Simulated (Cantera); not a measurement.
A Cantera script and its output.

```python
import numpy as np
import cantera as ct

gas = ct.Solution("gri30.yaml")
gas.TPX = 1425, 101325, {'C2H6': 1, 'H2': 1.3}
reactor = ct.IdealGasConstPressureReactor(gas, energy="off", clone=False)
net = ct.ReactorNet([reactor])
net.rtol, net.atol = 1e-08, 1e-18
show = ['C2H6', 'H2', 'C2H4', 'H', 'CH4', 'C2H2']
times = np.geomspace(6e-06, 1, 13)

steps = ct.SolutionArray(gas, extra=["t"])
rows = []
print(f"{'t/s':>10s}{'T/K':>9s}{'P/Pa':>11s}" + "".join(f"{s:>11s}" for s in show))
for t in times:
    while net.time < t:
        t_next = net.step()
        steps.append(gas.state, t=t_next)
    rows.append([np.interp(t, steps.t, y) for y in (steps.T, steps.P, *steps(*show).X.T)])
    print(f"{t:10.3e}{rows[-1][0]:9.1f}{rows[-1][1]:11.4g}" + "".join(f"{x:11.3e}" for x in rows[-1][2:]))
rate = np.gradient(steps.T, steps.t)
print("integrator steps:", len(steps.t))
if steps.T.max() > steps.T[0] + 200:
    print(f"time of steepest temperature rise: {steps.t[rate.argmax()]:.4e} s")
gas.TPX = 1425, 101325, {'C2H6': 1, 'H2': 1.3}
gas.equilibrate("TP")
print(f"equilibrium (TP): T = {gas.T:.1f} K  " + "  ".join(f"{s} {gas[s].X[0]:.3e}" for s in show))
```

Output:

```
       t/s      T/K       P/Pa       C2H6         H2       C2H4          H        CH4       C2H2
 6.000e-06   1425.0  1.013e+05  4.309e-01  5.654e-01  1.490e-03  2.796e-05  9.869e-04  1.954e-07
 1.634e-05   1425.0  1.013e+05  4.135e-01  5.679e-01  1.114e-02  5.602e-05  4.694e-03  1.144e-05
 4.451e-05   1425.0  1.013e+05  3.553e-01  5.761e-01  4.512e-02  6.679e-05  1.922e-02  2.175e-04
 1.212e-04   1425.0  1.013e+05  2.370e-01  5.915e-01  1.134e-01  6.916e-05  5.176e-02  1.796e-03
 3.302e-04   1425.0  1.013e+05  8.821e-02  6.086e-01  1.927e-01  6.941e-05  9.844e-02  9.325e-03
 8.993e-04   1425.0  1.013e+05  1.376e-02  6.206e-01  2.125e-01  4.411e-05  1.240e-01  2.867e-02
 2.449e-03   1425.0  1.013e+05  2.518e-03  6.287e-01  1.884e-01  2.098e-05  1.279e-01  5.236e-02
 6.672e-03   1425.0  1.013e+05  1.341e-03  6.375e-01  1.503e-01  1.600e-05  1.287e-01  8.203e-02
 1.817e-02   1425.0  1.013e+05  8.922e-04  6.479e-01  1.005e-01  1.384e-05  1.307e-01  1.200e-01
 4.949e-02   1425.0  1.013e+05  5.799e-04  6.513e-01  6.634e-02  1.145e-05  1.370e-01  1.447e-01
 1.348e-01   1425.0  1.013e+05  4.982e-04  6.417e-01  5.779e-02  9.946e-06  1.530e-01  1.470e-01
 3.672e-01   1425.0  1.013e+05  4.587e-04  6.193e-01  5.391e-02  8.251e-06  1.848e-01  1.415e-01
 1.000e+00   1425.0  1.013e+05  4.113e-04  5.862e-01  4.849e-02  6.458e-06  2.317e-01  1.331e-01
integrator steps: 1164
equilibrium (TP): T = 1425.0 K  C2H6 3.714e-04  H2 5.477e-01  C2H4 4.246e-02  H 5.050e-06  CH4 2.861e-01  C2H2 1.232e-01
```

Cantera simulation using GRI-Mech 3.0 (53 species, 325 reactions); the numbers are that mechanism's predictions, not measurements. GRI-Mech 3.0 stops at C3 and has no aromatics, soot or wall deposition, so with more carbon than oxygen in the feed, carbon stays in small species such as C2H2 where larger ones or solid carbon would form.
